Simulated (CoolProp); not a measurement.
Values from CoolProp's reference Helmholtz-energy equation of state, Lemmon 2006. It is a short technical equation, of lower accuracy than the large ones.

Question: Give the vapour pressure (MPa), liquid cp (kJ/(kg K)), vapour Z, surface tension (mN/m) of saturated acetone at 157.35, 169.45, 181.45 °C.

Answer: 
```
T (°C)  p (MPa)  liquid cp (kJ/(kg K))  vapour Z  surface tension (mN/m)
------  -------  ---------------------  --------  ----------------------
157.35     1.32                   2.72     0.749                    7.16
169.45     1.65                   2.84     0.709                    5.88
181.45     2.03                   2.98     0.665                    4.65
```

Surface tension comes from a separate correlation (Mulero 2012).
